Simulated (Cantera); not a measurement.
Feed: 1 mol Si, 0.0073 mol O2, 12 mol H2, at 952 °C.

Method: chemical equilibrium by Gibbs-energy minimisation in Cantera with the NASA 1993 tables (ideal gas, pure condensed phases). Candidate condensed phases: H2O, Si, SiO2; 18 gas species. Mutual solubility and eutectic melting of coexisting phases are not modelled. The tables hold silica as quartz up to 1696 K and as liquid above; real silica turns to tridymite and cristobalite and melts near 1996 K. The numbers say what is thermodynamically allowed, not how fast it happens.

x: gas mole fraction; n: condensed amount in mol.

```csv
P (Pa),x H2,x SiO,x H,x SiH4,x Si,x H2O,n Si(s),n SiO2(β-quartz)
0.100,0.998,0.00121,0.000311,<1e-12,___,9.82e-11,0.985,0
1.50,0.999,0.00122,8.04e-5,1.02e-11,___,1.47e-9,0.985,0
22,0.999,0.00122,2.10e-5,1.49e-10,___,2.16e-8,0.985,0
320,1.000,0.000339,5.51e-6,2.18e-9,___,8.78e-8,0.991,0.00526
4600,1.000,2.36e-5,1.45e-6,3.13e-8,___,8.78e-8,0.993,0.00716
68000,1.000,1.60e-6,3.78e-7,4.63e-7,___,8.78e-8,0.993,0.00729
1000000,1.000,1.09e-7,9.86e-8,6.80e-6,<1e-12,8.78e-8,0.993,0.00730
```

Q: What belongs in the gaps?

A: 
- 0.100, x Si: 3.46e-6
- 1.50, x Si: 2.31e-7
- 22, x Si: 1.57e-8
- 320, x Si: 1.08e-9
- 4600, x Si: 7.52e-11
- 68000, x Si: 5.09e-12
